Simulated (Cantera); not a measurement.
# Nb2O5 + H2 (hydrogen reduction and annealing atmospheres)

Input: 1 mol Nb2O5, 4 mol H2, equilibrated at 1 atm.

Cantera equilibrium calculation (NASA polynomials, part measured and part estimated; ideal gas, pure solids and liquids). Candidate condensed phases: H2O, Nb, NbO, NbO2, Nb2O5; 12 gas species. Mutual solubility and eutectic melting of coexisting phases are not modelled. Condensed phases not in the tables: the oxides between NbO2 and Nb2O5. Equilibrium is a limit: real reactors are often held back by kinetics, nucleation or transport.

```tsv
T (K)	log p H2	log p H2O	log p H	log p OH	n NbO2(s)	n Nb2O5(s)	n Nb2O5(l)
1325	-0.01	-1.38	-5.79	-8.99	0.331	0.835	0
1400	-0.02	-1.23	-5.32	-8.23	0.466	0.767	0
1475	-0.03	-1.10	-4.90	-7.55	0.629	0.685	0
1550	-0.04	-0.98	-4.52	-6.94	0.821	0.590	0
1625	-0.05	-0.88	-4.18	-6.38	1.04	0.482	0
1700	-0.07	-0.79	-3.87	-5.88	1.27	0.363	0
1775	-0.09	-0.71	-3.58	-5.41	1.53	0.236	0
1850	-0.08	-0.73	-3.31	-5.09	1.47	0	0.266
1925	-0.08	-0.76	-3.06	-4.81	1.36	0	0.320
2000	-0.07	-0.80	-2.82	-4.55	1.25	0	0.373
2075	-0.06	-0.84	-2.61	-4.32	1.15	0	0.423
```
log p: log10 of the partial pressure in bar; n: condensed amount in mol.

From 1325 K to 1775 K the condensed part is NbO2(s) + Nb2O5(s). From 1850 K to 2075 K the condensed part is NbO2(s) + Nb2O5(l).
